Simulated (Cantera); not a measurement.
A perfectly stirred reactor is fed with NH3 : N2 = 1 : 0.25 (molar parts), at 0.0109 atm; it is held at 2223 K, and followed from long to short residence time.

Cantera simulation using the gas-phase N/H chemistry of the illustrative SiF4/NH3 mechanism in the Surface Chemkin manual (1991); the numbers are that mechanism's predictions, not measurements. Walls and surfaces, which speed up NH3 decomposition in real reactors, are not modelled.

**Question.** What does this change do: temperature 2223 to 2298 K?

**Answer.** 
```csv
quantity,before,after
x(NH3) at τ = 19.0 s,0.00462,0.000624
x(NH) at τ = 19.0 s,2.00e-5,2.58e-5
x(H) at τ = 19.0 s,0.00503,0.0160
x(NH2) at τ = 19.0 s,0.000110,4.83e-5
x(N) at τ = 19.0 s,8.51e-6,2.94e-5
x(NH3) at τ = 0.350 s,0.250,0.167
x(NH) at τ = 0.350 s,6.62e-5,8.37e-5
x(H) at τ = 0.350 s,0.000924,0.00150
x(NH2) at τ = 0.350 s,0.00157,0.00150
x(N) at τ = 0.350 s,6.57e-6,1.01e-5
```
